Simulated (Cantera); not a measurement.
A closed system holds: 1 mol C2F6, 0.56 mol HCl, at 1625 K and 34.0 mbar.

Cantera equilibrium calculation (NASA polynomials, part measured and part estimated; ideal gas, pure solids and liquids). Candidate condensed phases: C, C6H6, C7H8, C8H18; 118 gas species. The feed counts by its element totals alone. Gases not in the tables: C2F6 and larger saturated fluorocarbons. Rates play no part.

Task: What is the equilibrium state?

Result: 
* **x(CF4)**: 0.577
* **x(HF)**: 0.223
* **x(Cl)**: 0.136
* **x(Cl2)**: 0.0391
* **x(HCl)**: 0.0159
* **x(CClF3)**: 0.00770
* **x(CF2)**: 0.000983
* **x(CF3)**: 0.000195
* **x(F)**: 0.000153
* **n(C(graphite))**: 0.625 mol
* **gas amount**: 2.348 mol
